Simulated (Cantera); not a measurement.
Input: 1 mol SiH2Cl2, 4.2 mol N2, 17 mol H2, at 133 Pa.

Cantera equilibrium calculation (NASA polynomials, part measured and part estimated; ideal gas, pure solids and liquids). Candidate condensed phases: NH4Cl, Si, Si3N4; 28 gas species. N2 is the only nitrogen source here; it is nearly inert below about 1500 K, so the nitride shown seldom forms there in practice. The tables' values for SiCl3 are old estimates; treat these amounts as uncertain. Equilibrium is a limit: real reactors are often held back by kinetics, nucleation or transport. All values below are at 1077 °C.

Base state: H2 0.755, N2 0.157, HCl 0.0863, SiCl2 0.00115, H 5.67e-5, SiCl3 3.04e-5 (mole fractions); condensed: Si3N4(s).

Q: What changes in the equilibrium state with this change: pressure from 133 Pa to 1000 Pa?

A: 
```tsv
species	before	after
H2	0.755	0.755
N2	0.157	0.157
HCl	0.0863	0.0880
SiCl2	0.00115	0.000312
H	5.67e-5	2.07e-5
SiCl3	3.04e-5	2.31e-5
Si3N4(s), mol	0.324	0.331
```
